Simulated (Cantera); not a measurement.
**Thermodynamics of boron, boron nitride and boron oxide, feed B2O3 + N2**

Feed: 1 mol B2O3, a varied amount of N2, held at 0.133 bar.

These are equilibrium values from Cantera (NASA tables, ideal gas, pure condensed phases), not measurements of a reactor. Candidate condensed phases: B, BN, B2O3; 17 gas species. Rates play no part.

Question: Map the stable condensed phases over T = 1577, 1627, 1677, 1727, 1777, 1827, 1877, 1927, 1977, 2027, 2077 °C and n(N2) in mol = 0.88, 1.4, 2.3, 3.7, 6, 9.8, 16, 26, 41.

Answer: 
```
T in °C \ n(N2) in mol
         0.88  1.4  2.3  3.7    6  9.8   16   26   41
   2077     A    A    A    A    A    A    A    A    A
   2027     A    A    A    A    A    A    A    A    A
   1977     A    A    A    A    A    A    A    A    A
   1927     A    A    A    A    A    A    A    A    A
   1877     A    A    A    A    A    A    A    A    A
   1827     A    A    A    A    A    A    A    A    A
   1777     A    A    A    A    A    A    A    A    A
   1727     B    B    A    A    A    A    A    A    A
   1677     B    B    B    B    A    A    A    A    A
   1627     B    B    B    B    B    A    A    A    A
   1577     B    B    B    B    B    B    B    A    A
```
A: gas only; B: B2O3.
